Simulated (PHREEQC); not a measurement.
Dissolve 110 mmol/kgw MgCl2, 0.89 mmol/kgw NaHCO3 and 62 mmol/kgw KCl at 83 °C. Closed to the air; pH follows from the charge balance.

The numbers come from PHREEQC with the ion-association model, wateq4f.dat.

```json
{
 "pH": "6.85",
 "ionic_strength": "0.392 mol/kgw",
 "activity_of_water": "0.992",
 "total_alkalinity": "0.890 meq/kg"
}
```

| species | molality | activity | log γ |
|---|---|---|---|
| Cl- | 0.282 | 0.178 | -0.201 |
| Mg+2 | 0.110 | 0.0284 | -0.587 |
| K+ | 0.0620 | 0.0390 | -0.201 |
| Na+ | 0.000890 | 0.000608 | -0.165 |
| HCO3- | 0.000489 | 0.000332 | -0.168 |
| MgHCO3+ | 0.000293 | 0.000187 | -0.195 |
| CO2 | 9.66e-5 | 0.000106 | 0.039 |
| MgOH+ | 8.22e-5 | 5.80e-5 | -0.151 |
| MgCO3 | 1.06e-5 | 1.16e-5 | 0.039 |
| OH- | 3.14e-6 | 1.95e-6 | -0.207 |
| CO3-2 | 8.22e-7 | 1.75e-7 | -0.672 |
| H+ | 1.88e-7 | 1.41e-7 | -0.124 |
| NaHCO3 | 1.04e-7 | 1.14e-7 | 0.039 |
| NaCO3- | 3.38e-8 | 2.30e-8 | -0.168 |

No solid was allowed to form. Examples of supersaturated solids here: Magnesite (slow to form). Others may be too. Species that the database lacks are ignored. Away from 25 °C the constants follow the database's enthalpies or fits; those with neither stay at their 25 °C values.
